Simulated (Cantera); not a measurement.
What does this Cantera script print?

```python
import numpy as np
import cantera as ct

gas_names = [...]  # 114 gases of nasa_gas.yaml made of C, Fe, H, O
cond_names = """
    C(gr) C6H6(L) C7H8(L) C8H18(L),n-octa Fe(a) Fe(c) Fe(d) Fe(L) FeC5O5(L) FeO(s) FeO(L) Fe(OH)2(s)
    Fe(OH)3(s) Fe2O3(s) Fe3O4(s) H2O(s) H2O(L)
""".split()


# ... load() reads the species with a 1 bar reference pressure and builds the phases ...
atoms = {
    'Fe3O4': {'Fe': 3, 'O': 4},
    'C': {'C': 1},
    'H2': {'H': 2},
}
top_T = {'C(gr)': 4500, 'Fe2O3(s)': 1830, 'Fe3O4(s)': 1870}  # K; cautious upper limits of use, not melting points


# ... equilibrate(T, P, feed) seeds the gas with the atoms and calls Mixture.equilibrate('TP', solver="vcs", rtol=1e-11, max_steps=5000) ...
results = []
feed = {'Fe3O4': 1, 'C': 0.82, 'H2': 15}  # mol
P = 800  # Pa
for T in [1225, 1325, 1425, 1525, 1625, 1725, 1825, 1925, 2025, 2125, 2225, 2325, 2425]:
    mix = equilibrate(T, P, feed)
    results.append((T, P, feed, dict(zip(mix.species_names, mix.species_moles))))
    x = sorted(zip(gas.X, gas.species_names), reverse=True)
    print(f"T = {T:g} K  P = {P:g} Pa  gas = {mix.phase_moles(0):.4g} mol")
    print("   x: " + "  ".join(f"{s} {v:.3e}" for v, s in x if v > 1e-05))
    print("   condensed (mol): " + ("  ".join(f"{mix.phase(i).name} {mix.phase_moles(i):.4g}"
          for i in range(1, mix.n_phases) if mix.phase_moles(i) > 1e-12) or "none"))
```

Output:

```
T = 1225 K  P = 800 Pa  gas = 15.82 mol
   x: H2 7.549e-01  H2O 1.933e-01  CO 4.413e-02  CO2 7.699e-03
   condensed (mol): Fe(c) 3
T = 1325 K  P = 800 Pa  gas = 15.82 mol
   x: H2 7.535e-01  H2O 1.947e-01  CO 4.552e-02  CO2 6.312e-03  H 1.587e-05
   condensed (mol): Fe(c) 3
T = 1425 K  P = 800 Pa  gas = 15.82 mol
   x: H2 7.524e-01  H2O 1.957e-01  CO 4.651e-02  CO2 5.318e-03  H 6.616e-05
   condensed (mol): Fe(c) 3
T = 1525 K  P = 800 Pa  gas = 15.82 mol
   x: H2 7.515e-01  H2O 1.964e-01  CO 4.724e-02  CO2 4.585e-03  H 2.293e-04  Fe 3.161e-05
   condensed (mol): Fe(c) 2.999
T = 1625 K  P = 800 Pa  gas = 15.83 mol
   x: H2 7.504e-01  H2O 1.968e-01  CO 4.777e-02  CO2 4.031e-03  H 6.833e-04  Fe 2.167e-04
   condensed (mol): Fe(c) 2.996
T = 1725 K  P = 800 Pa  gas = 15.85 mol
   x: H2 7.483e-01  H2O 1.969e-01  CO 4.813e-02  CO2 3.599e-03  H 1.796e-03  Fe 1.178e-03  OH 2.604e-05  Fe(OH)2 1.033e-05
   condensed (mol): Fe(d) 2.981
T = 1825 K  P = 800 Pa  gas = 15.94 mol
   x: H2 7.428e-01  H2O 1.961e-01  CO 4.820e-02  Fe 5.229e-03  H 4.244e-03  CO2 3.248e-03  OH 7.833e-05  Fe(OH)2 1.885e-05  FeO 1.735e-05
   condensed (mol): Fe(L) 2.916
T = 1925 K  P = 800 Pa  gas = 16.2 mol
   x: H2 7.280e-01  H2O 1.930e-01  CO 4.767e-02  Fe 1.896e-02  H 9.120e-03  CO2 2.935e-03  OH 2.089e-04  FeO 8.312e-05  Fe(OH)2 3.064e-05
   condensed (mol): Fe(L) 2.691
T = 2025 K  P = 800 Pa  gas = 17 mol
   x: H2 6.894e-01  H2O 1.835e-01  Fe 6.013e-02  CO 4.562e-02  H 1.787e-02  CO2 2.597e-03  OH 4.970e-04  FeO 3.386e-04  Fe(OH)2 4.571e-05
   condensed (mol): Fe(L) 1.971
T = 2125 K  P = 800 Pa  gas = 19.13 mol
   x: H2 6.059e-01  H2O 1.617e-01  Fe 1.557e-01  CO 4.070e-02  H 3.160e-02  CO2 2.161e-03  FeO 1.099e-03  OH 1.047e-03  Fe(OH)2 5.534e-05  O 3.870e-05
   condensed (mol): none
T = 2225 K  P = 800 Pa  gas = 19.38 mol
   x: H2 5.868e-01  H2O 1.583e-01  Fe 1.534e-01  H 5.547e-02  CO 4.028e-02  OH 2.168e-03  CO2 2.026e-03  FeO 1.339e-03  O 1.421e-04  Fe(OH)2 3.031e-05  O2 1.613e-05
   condensed (mol): none
T = 2325 K  P = 800 Pa  gas = 19.78 mol
   x: H2 5.578e-01  H2O 1.525e-01  Fe 1.501e-01  H 9.186e-02  CO 3.955e-02  OH 4.187e-03  CO2 1.903e-03  FeO 1.594e-03  O 4.683e-04  O2 5.335e-05  Fe(OH)2 1.713e-05
   condensed (mol): none
T = 2425 K  P = 800 Pa  gas = 20.4 mol
   x: H2 5.167e-01  Fe 1.452e-01  H 1.438e-01  H2O 1.430e-01  CO 3.843e-02  OH 7.547e-03  FeO 1.848e-03  CO2 1.777e-03  O 1.400e-03  O2 1.601e-04
   condensed (mol): none
```

Cantera equilibrium calculation (NASA polynomials, part measured and part estimated; ideal gas, pure solids and liquids).
